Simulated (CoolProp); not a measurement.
Aqueous calcium chloride as a coolant, at -7 °C, 1 atm.

Computed with CoolProp (Melinder's fits for secondary coolants).

| mass % | freezing point (°C) | cp (kJ/(kg K)) | Prandtl number | conductivity (W/(m K)) | viscosity (mPa s) |
|---|---|---|---|---|---|
| 13.7 | -9.5 | 3.344 | 19.2 | 0.541 | 3.11 |
| 16.1 | -12.4 | 3.216 | 20.1 | 0.539 | 3.37 |
| 18.5 | -15.8 | 3.100 | 21.3 | 0.537 | 3.70 |
| 20.8 | -19.7 | 3.000 | 22.9 | 0.535 | 4.08 |
| 23.2 | -24.5 | 2.908 | 25.0 | 0.532 | 4.57 |
